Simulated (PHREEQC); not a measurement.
**Reverse-osmosis permeate: speciation**

Synthetic water in mg/kgw, 25 °C, pH 6.03, pe -0.7: Na 2; K 0.0772; Ca 0.606; Mg 1.31; Cl 0.912; S(6) as SO4 6.38; Alkalinity as HCO3 3.87; Sr 0.0871; F 0.00244; Zn 0.0026; Mn(2) 0.364; Br 0.211; B 0.00214.

Valence states are taken as typed.

The numbers come from PHREEQC with the ion-association model, wateq4f.dat.

No solid was allowed to form.

Problem. Estimate the charge-balance error.

Solution. charge-balance error 3.8 %.

Problem. In which forms is Zn present?

Solution. Zn+2 98 %, ZnSO4 1.3 %, ZnHCO3+ 0.7 % of the Zn.

Complexes and solids missing from the database can't appear. Real BF4- forms and hydrolyses slowly; the run takes it at equilibrium.
